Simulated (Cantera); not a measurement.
An adiabatic, constant-volume homogeneous reactor starts with C₃H₈ : O₂ : N₂ = 1 : 2.17 : 8.17 (molar parts), at 1273 K and 1.01 bar. Integrator tolerance rtol = 1e-08.

Computed with Cantera and GRI-Mech 3.0 (53 species, 325 reactions). GRI-Mech 3.0 was tuned for natural gas; its chemistry of propane as a main component is partial and can be far from experiment.

Q: What does this change do: constant pressure in place of constant volume?

A: 
| quantity | before | after |
|---|---|---|
| time of steepest temperature rise | 1.48 ms | 1.65 ms |
| temperature at 8.00 s | 2563 K | 2247 K |
| equilibrium temperature | 2563 K | 2247 K |
| x(C₃H₈) at 8.00 s | <1e-12 (gas-phase equilibrium <1e-12) | <1e-12 (gas-phase equilibrium <1e-12) |
| x(O₂) at 8.00 s | 4.00e-6 (gas-phase equilibrium 4.00e-6) | 3.68e-7 (gas-phase equilibrium 3.68e-7) |
| x(HCO) at 8.00 s | 5.62e-7 (gas-phase equilibrium 5.62e-7) | 1.27e-7 (gas-phase equilibrium 1.27e-7) |
| x(N₂O) at 8.00 s | 7.02e-9 (gas-phase equilibrium 7.02e-9) | 7.11e-10 (gas-phase equilibrium 7.11e-10) |
| x(C₂H) at 8.00 s | <1e-12 (gas-phase equilibrium <1e-12) | <1e-12 (gas-phase equilibrium <1e-12) |

Q: What does this change do: 0.82 parts CO2 added?

A: 
```tsv
quantity	before	after
time of steepest temperature rise	1.48 ms	1.63 ms
temperature at 8.00 s	2563 K	2450 K
equilibrium temperature	2563 K	2450 K
x(C₃H₈) at 8.00 s	<1e-12 (gas-phase equilibrium <1e-12)	<1e-12 (gas-phase equilibrium <1e-12)
x(O₂) at 8.00 s	4.00e-6 (gas-phase equilibrium 4.00e-6)	5.01e-6 (gas-phase equilibrium 5.01e-6)
x(HCO) at 8.00 s	5.62e-7 (gas-phase equilibrium 5.62e-7)	3.93e-7 (gas-phase equilibrium 3.93e-7)
x(N₂O) at 8.00 s	7.02e-9 (gas-phase equilibrium 7.02e-9)	5.93e-9 (gas-phase equilibrium 5.93e-9)
x(C₂H) at 8.00 s	<1e-12 (gas-phase equilibrium <1e-12)	<1e-12 (gas-phase equilibrium <1e-12)
```
